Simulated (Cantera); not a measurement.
What does this Cantera script print?

```python
import numpy as np
import cantera as ct

gas_names = """
    AL ALCL ALCL2 ALCL3 ALH ALO ALOCL ALOH ALO2 ALO2H AL2 AL2CL6 AL2O AL2O2 CL CLO CL2 H HALO HCL HOCL
    HO2 H2 H2O H2O2 O OH O2 O3
""".split()
cond_names = """
    AL(cr) AL(L) ALCL3(s) ALCL3(L) AL2O3(a) AL2O3(L) H2O(s) H2O(L)
""".split()


# ... load() reads the species with a 1 bar reference pressure and builds the phases ...
atoms = {
    'Al2O3': {'AL': 2, 'O': 3},
    'HCl': {'H': 1, 'CL': 1},
    'O2': {'O': 2},
}
top_T = {}  # K; cautious upper limits of use, not melting points


# ... equilibrate(T, P, feed) seeds the gas with the atoms and calls Mixture.equilibrate('TP', solver="vcs", rtol=1e-11, max_steps=5000) ...
results = []
T = 1075  # K
P = 14000  # Pa
for m in [0.022, 0.033, 0.051, 0.077, 0.12, 0.18, 0.27, 0.41, 0.62, 0.94, 1.4, 2.2]:
    feed = {'Al2O3': 1, 'HCl': 0.53, 'O2': m}  # mol
    mix = equilibrate(T, P, feed)
    results.append((T, P, feed, dict(zip(mix.species_names, mix.species_moles))))

top = {s: max(r[3][s] / sum(r[3][g] for g in gas_names) for r in results) for s in gas_names}
cols = sorted((s for s in top if top[s] > 1e-06), key=lambda s: -top[s])[:5]
seen = [c for c in cond_names if any(r[3].get(c, 0) > 1e-12 for r in results)]
print("log10 of partial pressures in bar; condensed amounts in mol")
print(f"{'n(O2)':>10s}" + "".join(f"{s[:9]:>10s}" for s in cols + seen))
for T, P, feed, n in results:
    ng = sum(n[g] for g in gas_names)
    print(f"{feed['O2']:10.4g}" + "".join(f"{np.log10(max(n[s] / ng * P / 1e5, 1e-99)):10.3f}" for s in cols)
          + "".join(f"{n.get(c, 0):10.4g}" for c in seen))
```

Output:

```
log10 of partial pressures in bar; condensed amounts in mol
     n(O2)       HCL        O2       H2O       CL2        CL  AL2O3(a)
     0.022    -0.922    -3.016    -2.017    -2.020    -3.967         1
     0.033    -0.944    -2.574    -1.930    -1.932    -3.923         1
     0.051    -0.972    -2.215    -1.868    -1.870    -3.892         1
     0.077    -1.004    -1.946    -1.832    -1.834    -3.874         1
      0.12    -1.047    -1.708    -1.816    -1.818    -3.866         1
      0.18    -1.098    -1.525    -1.821    -1.823    -3.869         1
      0.27    -1.162    -1.372    -1.846    -1.848    -3.881         1
      0.41    -1.244    -1.241    -1.896    -1.898    -3.906         1
      0.62    -1.342    -1.137    -1.968    -1.971    -3.943         1
      0.94    -1.459    -1.056    -2.064    -2.067    -3.991         1
       1.4    -1.585    -0.997    -2.176    -2.179    -4.047         1
       2.2    -1.743    -0.950    -2.321    -2.325    -4.120         1
```

These are equilibrium values from Cantera (NASA tables, ideal gas, pure condensed phases), not measurements of a reactor.
